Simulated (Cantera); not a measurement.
Input (Python, Cantera):

```python
import numpy as np
import cantera as ct

gas = ct.Solution("h2o2.yaml")
gas.TPX = 1375, 240, {'H2': 0.03, 'O2': 1, 'N2': 4.9}
reactor = ct.IdealGasConstPressureReactor(gas, energy="off", clone=False)
net = ct.ReactorNet([reactor])
net.rtol, net.atol = 1e-08, 1e-18
show = ['H2', 'O2', 'OH', 'H', 'O', 'H2O2', 'H2O']
times = np.geomspace(0.0005, 1, 11)

steps = ct.SolutionArray(gas, extra=["t"])
rows = []
print(f"{'t/s':>10s}{'T/K':>9s}{'P/Pa':>11s}" + "".join(f"{s:>11s}" for s in show))
for t in times:
    while net.time < t:
        t_next = net.step()
        steps.append(gas.state, t=t_next)
    rows.append([np.interp(t, steps.t, y) for y in (steps.T, steps.P, *steps(*show).X.T)])
    print(f"{t:10.3e}{rows[-1][0]:9.1f}{rows[-1][1]:11.4g}" + "".join(f"{x:11.3e}" for x in rows[-1][2:]))
rate = np.gradient(steps.T, steps.t)
print("integrator steps:", len(steps.t))
if steps.T.max() > steps.T[0] + 200:
    print(f"time of steepest temperature rise: {steps.t[rate.argmax()]:.4e} s")
gas.TPX = 1375, 240, {'H2': 0.03, 'O2': 1, 'N2': 4.9}
gas.equilibrate("TP")
print(f"equilibrium (TP): T = {gas.T:.1f} K  " + "  ".join(f"{s} {gas[s].X[0]:.3e}" for s in show))
```

Output:

```
       t/s      T/K       P/Pa         H2         O2         OH          H          O       H2O2        H2O
 5.000e-04   1375.0        240  5.059e-03  1.686e-01  3.533e-10  9.250e-10  3.600e-10  8.780e-14  2.243e-11
 1.069e-03   1375.0        240  5.059e-03  1.686e-01  1.282e-09  1.549e-09  1.335e-09  3.916e-13  1.827e-10
 2.287e-03   1375.0        240  5.059e-03  1.686e-01  4.183e-09  2.582e-09  4.539e-09  1.699e-12  1.338e-09
 4.890e-03   1375.0        240  5.059e-03  1.686e-01  1.407e-08  5.592e-09  1.620e-08  6.978e-12  9.403e-09
 1.046e-02   1375.0        240  5.059e-03  1.686e-01  7.113e-08  2.298e-08  8.607e-08  2.587e-11  8.243e-08
 2.236e-02   1375.0        240  5.056e-03  1.686e-01  1.252e-06  3.829e-07  1.539e-06  8.154e-11  1.866e-06
 4.782e-02   1375.0        240  4.229e-03  1.679e-01  3.535e-04  1.183e-04  4.750e-04  4.487e-10  5.936e-04
 1.023e-01   1375.0        240  6.521e-05  1.641e-01  6.306e-04  4.165e-04  4.041e-03  9.512e-10  4.470e-03
 2.187e-01   1375.0        240  5.386e-05  1.640e-01  5.989e-04  3.971e-04  4.074e-03  8.732e-10  4.507e-03
 4.676e-01   1375.0        240  5.338e-05  1.641e-01  5.962e-04  3.915e-04  4.034e-03  8.710e-10  4.512e-03
 1.000e+00   1375.0        240  5.238e-05  1.641e-01  5.907e-04  3.797e-04  3.951e-03  8.663e-10  4.522e-03
integrator steps: 600
equilibrium (TP): T = 1375.0 K  H2 7.793e-08  O2 1.665e-01  OH 2.297e-05  H 1.966e-08  O 5.336e-06  H2O2 9.557e-12  H2O 5.060e-03
```

Model: the H2/O2 subset of GRI-Mech 3.0, which has no nitrogen chemistry, integrated in Cantera. Radical loss at walls, strong at low pressure, is not modelled.
